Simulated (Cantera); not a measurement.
# BF3 + NH3 + H2 (boron, boron nitride and boron oxide)

Feed: 1 mol BF3, 0.24 mol NH3, a varied amount of H2, held at 975 °C and 75.0 Torr.

Method: chemical equilibrium by Gibbs-energy minimisation in Cantera with the NASA 1993 tables (ideal gas, pure condensed phases). Candidate condensed phases: B, BN; 31 gas species. The tables' values for BF2 are old estimates; treat these amounts as uncertain. Kinetics and transport are ignored.

```
n(H2) (mol)   x H2   x BF3     x HF     x N2    x BHF2    x BF2  n BN(s)
-----------  -----  ------  -------  -------  --------  -------  -------
4.3          0.797   0.166   0.0181   0.0179  0.000773  1.76e-5   0.0334
14           0.922  0.0604   0.0116  0.00591  0.000509  1.08e-5   0.0570
24           0.951  0.0360  0.00897  0.00328  0.000404  8.43e-6   0.0727
34           0.964  0.0254  0.00752  0.00219  0.000345  7.16e-6   0.0847
44           0.972  0.0196  0.00656  0.00160  0.000307  6.34e-6   0.0947
54           0.977  0.0159  0.00587  0.00123  0.000279  5.75e-6    0.103
63           0.980  0.0135  0.00539  0.00101  0.000260  5.35e-6    0.110
```
x: gas mole fraction; n: condensed amount in mol.

From 4.3 mol H2 to 63 mol H2 the condensed part is BN(s). The main B-bearing gas is BF3 throughout. The share of B in condensed phases is highest at 63 mol H2 (11.0 %) and lowest at 4.3 mol H2 (3.3 %).
